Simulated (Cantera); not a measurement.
Feed: 1 mol FeS2, 3.8 mol H2S, 0.84 mol CO2, held at 0.0980 bar.

Equilibrium computed with Cantera from the NASA thermochemical tables; the gas is ideal and each condensed phase is pure. Candidate condensed phases: C, C6H6, C7H8, C8H18, Fe, Fe(CO)5, FeO, Fe(OH)2, Fe(OH)3, FeS, FeSO4, FeS2, Fe2O3, Fe2(SO4)3, Fe3O4, H2O, H2SO4, S; 127 gas species. FeS: taken at fixed stoichiometry. Gases not in the tables: S3 to S7. Rates play no part.

### Question
Which condensed phases are stable at each of these points (T (°C)): 952, 1027, 1102, 1177, 1252, 1327, 1402, 1477, 1552, 1627?

### Answer
```json
[
 {"T (°C)": "952", "condensed phases": "FeS(s)", "Fe condensed (%)": "100.0"},
 {"T (°C)": "1027", "condensed phases": "FeS(s)", "Fe condensed (%)": "100.0"},
 {"T (°C)": "1102", "condensed phases": "FeS(s)", "Fe condensed (%)": "100.0"},
 {"T (°C)": "1177", "condensed phases": "FeS(s)", "Fe condensed (%)": "100.0"},
 {"T (°C)": "1252", "condensed phases": "FeS(l)", "Fe condensed (%)": "100.0"},
 {"T (°C)": "1327", "condensed phases": "FeS(l)", "Fe condensed (%)": "100.0"},
 {"T (°C)": "1402", "condensed phases": "FeS(l)", "Fe condensed (%)": "100.0"},
 {"T (°C)": "1477", "condensed phases": "FeS(l)", "Fe condensed (%)": "100.0"},
 {"T (°C)": "1552", "condensed phases": "FeS(l)", "Fe condensed (%)": "100.0"},
 {"T (°C)": "1627", "condensed phases": "FeS(l)", "Fe condensed (%)": "99.8"}
]
```

From 952 °C to 1177 °C the condensed part is FeS(s). From 1252 °C to 1627 °C the condensed part is FeS(l).
